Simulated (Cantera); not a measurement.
A freely propagating, adiabatic, planar premixed flame of H2 : O2 : N2 = 1 : 0.333 : 1.2 (molar parts), unburnt at 648 K and 0.380 bar; mixture-averaged transport, grid criteria slope 0.08 and curve 0.16, no radiation.

Cantera simulation using the H2/O2 subset of GRI-Mech 3.0, which has no nitrogen chemistry; the numbers are that mechanism's predictions, not measurements. Burning velocities carry a grid error of a few per cent, more on coarse grids.

Q: What does this change do: inlet temperature 648 to 700 K?

A: 
| quantity | before | after |
|---|---|---|
| laminar burning velocity | 939 cm/s | 1090 cm/s |
| thermal thickness | 1.63 mm | 1.71 mm |
| peak x(OH) | 0.0133 | 0.0141 |
| peak x(HO2) | 0.000103 | 8.69e-5 |
| peak x(O) | 0.00934 | 0.00985 |
